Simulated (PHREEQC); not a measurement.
0.072 g of hydrous ferric oxide (600 m²/g; 0.2 weak and 0.005 strong sites per Fe, Dzombak-Morel constants, diffuse double layer) in 1 kg of water with 0.05 mol/kgw of an inert sodium salt and 0.00034 mmol/kgw MgCl2, at 25 °C; the pH is set by adding NaOH or the inert anion's acid. Oxygen alone is held at its pressure in air (log pO2 = -0.68). No CO2 enters from the air. No solid was allowed to form.

The series has 13 steps of pH, from 3 to 9.

Equilibrium calculation in PHREEQC: ion-association model, wateq4f.dat.

Near which pH is half of the Mg sorbed, and on which side is more sorbed?

Near pH 8.5, with more sorbed at higher pH.

Species that the database lacks are ignored. The oxide is taken as insoluble; below pH 4 it would dissolve.
